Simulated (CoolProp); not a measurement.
Saturation properties of CF4 (R14) (Tc = -45.8 °C, pc = 3.762 MPa, ω = 0.178).

Values from CoolProp's reference Helmholtz-energy equation of state, Platzer 1990. This equation is an older, rougher fit; its heat capacities, sound speeds and derivatives of the liquid may be far off and weren't checked against measurements.

```csv
T (°C),p (MPa),liquid viscosity (µPa s),vapour viscosity (µPa s),liquid conductivity (mW/(m K))
-120.95,0.1626,206,9.23,90.2
-113.85,[?],183,9.76,[?]
-106.75,0.3669,163,10.3,79.6
-99.65,0.5222,147,[?],74.3
-92.55,0.7217,132,11.5,69.0
-85.45,0.9727,119,[?],[?]
-78.35,1.283,[?],[?],58.4
-71.25,1.661,94.7,14.0,53.1
-64.15,2.116,83.3,[?],47.8
-57.05,2.660,71.2,17.1,42.5
```

Task: Complete the blanks.

Result: 
- -113.85, p (MPa): 0.2492
- -113.85, liquid conductivity (mW/(m K)): 84.9
- -99.65, vapour viscosity (µPa s): 10.9
- -85.45, vapour viscosity (µPa s): 12.3
- -85.45, liquid conductivity (mW/(m K)): 63.7
- -78.35, liquid viscosity (µPa s): 106
- -78.35, vapour viscosity (µPa s): 13.1
- -64.15, vapour viscosity (µPa s): 15.3

It boils at -128.0 °C under 1 atm.

Viscosity comes from a separate model (Huber 2003), an estimate that may be off by 10 % or more. Thermal conductivity comes from a separate model (Huber 2003), an estimate that may be off by 10 % or more.
